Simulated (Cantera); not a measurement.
A perfectly stirred reactor is fed with 19.0 % H2, 17.0 % O2, 63.9 % N2, 0.131 % NO, at 0.330 bar; it is adiabatic with a 750 K inlet, and is followed from long to short residence time, starting on the burning branch (τ in s: 0.095, 0.045, 0.021, 0.01, 0.0048, 0.0023, 0.0011, 0.00051, 0.00024, 0.00012, 5.5e-05, 2.6e-05, 1.2e-05).

Computed with Cantera and GRI-Mech 3.0 (53 species, 325 reactions). The mechanism lacks 2 NO + O2 → 2 NO2 and HONO, so NO2 and the effect of NO are under-described below about 1400 K.

Q: Predict: blow-out, bracketed by the residence times tried; x(H2) at τ = 95.0 ms; x(O2) at τ = 95.0 ms; x(NO) at τ = 95.0 ms; x(H) at τ = 95.0 ms; x(O) at τ = 95.0 ms; x(H2) at τ = 1.10 ms; x(O2) at τ = 1.10 ms; x(NO) at τ = 1.10 ms; x(H) at τ = 1.10 ms; x(O) at τ = 1.10 ms.

A: 
```json
{
 "blow_out_bracketed_by_the_residence_times_tried": "burning at 55.0 µs, out at 26.0 µs",
 "x(H2) at τ = 95.0 ms": "0.00146",
 "x(O2) at τ = 95.0 ms": "0.0806",
 "x(NO) at τ = 95.0 ms": "0.00190",
 "x(H) at τ = 95.0 ms": "0.000400",
 "x(O) at τ = 95.0 ms": "0.00132",
 "x(H2) at τ = 1.10 ms": "0.0129",
 "x(O2) at τ = 1.10 ms": "0.0809",
 "x(NO) at τ = 1.10 ms": "0.00144",
 "x(H) at τ = 1.10 ms": "0.0146",
 "x(O) at τ = 1.10 ms": "0.0124"
}
```
